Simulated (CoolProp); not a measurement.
Properties of nitrogen along the isotherm -139.75 °C (Tc = -147.0 °C, pc = 3.396 MPa, ω = 0.037).

The numbers come from the reference Helmholtz-energy equation of state, Span 2000 in CoolProp.

```tsv
p (MPa)	phase	density (kg/m³)	cv (kJ/(kg K))	viscosity (µPa s)
2.43	gas	80.55	___	10.5
4.85	supercritical	360.6	1.063	21.9
7.28	supercritical	498.5	0.9358	35.6
9.7	supercritical	544.3	0.9195	42.1
12.1	supercritical	573.6	___	___
14.6	supercritical	596.4	0.9174	51.0
17	supercritical	614.2	0.9201	54.5
19.4	supercritical	629.3	___	57.8
21.8	supercritical	642.4	___	___
24.3	supercritical	654.6	___	63.8
26.7	supercritical	665.1	0.9354	66.5
29.1	supercritical	___	0.9394	69.1
31.5	supercritical	683.7	0.9435	71.7
34	supercritical	692.3	0.9476	74.3
```

Some entries are withheld; supply them.


- 2.43, cv (kJ/(kg K)): 0.8489
- 12.1, cv (kJ/(kg K)): 0.9164
- 12.1, viscosity (µPa s): 46.9
- 19.4, cv (kJ/(kg K)): 0.9234
- 21.8, cv (kJ/(kg K)): 0.9272
- 21.8, viscosity (µPa s): 60.8
- 24.3, cv (kJ/(kg K)): 0.9313
- 29.1, density (kg/m³): 674.8

Viscosity comes from a separate model (Lemmon 2004).
